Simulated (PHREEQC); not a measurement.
**Polishing slurry liquid: an equilibrium model**

Make-up at 45 °C: 0.035 mol/kgw KOH and 0.0064 mol/kgw KH2PO4. Closed to the air; pH follows from the charge balance.

All values are PHREEQC results (ion-association model, phreeqc.dat), not measurements.

This is a speciation only: nothing precipitates in the calculation.

**Question.** Predict the pH, ionic strength.

**Answer.** pH 11.70; ionic strength 0.0539 mol/kgw.

**Question.** In which forms is P present?

**Answer.** PO4-3 50 %, HPO4-2 49 %, KHPO4- 1.7 % of the P.

Away from 25 °C the constants follow the database's enthalpies or fits; those with neither stay at their 25 °C values.
